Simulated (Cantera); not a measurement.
A freely propagating, adiabatic, planar premixed flame of 8.06 % CO, 1.05 % H2, 9.67 % CH4, 17.1 % O2, 64.1 % N2, equivalence ratio 1.4, unburnt at 600 K and 1.60 bar; mixture-averaged transport, grid criteria slope 0.08 and curve 0.16, no radiation.

Cantera simulation using GRI-Mech 3.0 (53 species, 325 reactions); the numbers are that mechanism's predictions, not measurements. Burning velocities carry a grid error of a few per cent, more on coarse grids.

x: mole fraction of selected species; z is measured from the peak of heat release.

| z (mm) | T (K) | u (m/s) | x CO | x H2 | x CH4 | x C2H2 | x N2O | x NO |
|---|---|---|---|---|---|---|---|---|
| -0.656 | 600 | 1.15 | 0.0805 | 0.0118 | 0.0965 | <1e-8 | <1e-8 | <1e-8 |
| -0.438 | 603 | 1.15 | 0.0803 | 0.0144 | 0.0961 | 7.98e-8 | <1e-8 | <1e-8 |
| -0.328 | 613 | 1.18 | 0.0801 | 0.0177 | 0.0951 | 6.10e-7 | <1e-8 | 4.35e-8 |
| -0.219 | (withheld) | 1.34 | 0.0807 | (withheld) | 0.0899 | (withheld) | <1e-8 | (withheld) |
| -0.109 | 1113 | 2.19 | 0.0905 | 0.0349 | 0.0632 | 8.85e-5 | <1e-8 | 4.48e-6 |
| -0.0547 | 1514 | 3.01 | 0.104 | 0.0403 | 0.0351 | 0.000249 | 2.07e-8 | 1.03e-5 |
| 0 | 1874 | 3.75 | 0.117 | 0.0420 | 0.00975 | 0.000470 | 3.68e-8 | 2.05e-5 |
| 0.0547 | 2044 | 4.09 | 0.117 | 0.0387 | 0.00118 | 0.000215 | 4.38e-8 | 3.52e-5 |
| 0.109 | 2095 | 4.17 | 0.109 | 0.0363 | 9.14e-5 | 3.23e-5 | 4.30e-8 | 4.79e-5 |
| 0.219 | 2130 | 4.21 | 0.0997 | 0.0365 | 5.70e-7 | 4.51e-7 | 3.66e-8 | 6.00e-5 |
| 0.438 | 2164 | 4.27 | 0.0962 | 0.0374 | <1e-8 | <1e-8 | 3.10e-8 | 6.71e-5 |
| 0.875 | 2203 | 4.33 | 0.0960 | 0.0373 | <1e-8 | <1e-8 | 2.63e-8 | 7.22e-5 |
| 1.75 | 2239 | 4.39 | 0.0961 | 0.0372 | <1e-8 | <1e-8 | (withheld) | 7.72e-5 |

Question: Complete the blanks.

Answer: 
- -0.219, T (K): 691
- -0.219, x H2: 0.0243
- -0.219, x C2H2: 7.45e-6
- -0.219, x NO: 4.39e-7
- 1.75, x N2O: 2.11e-8
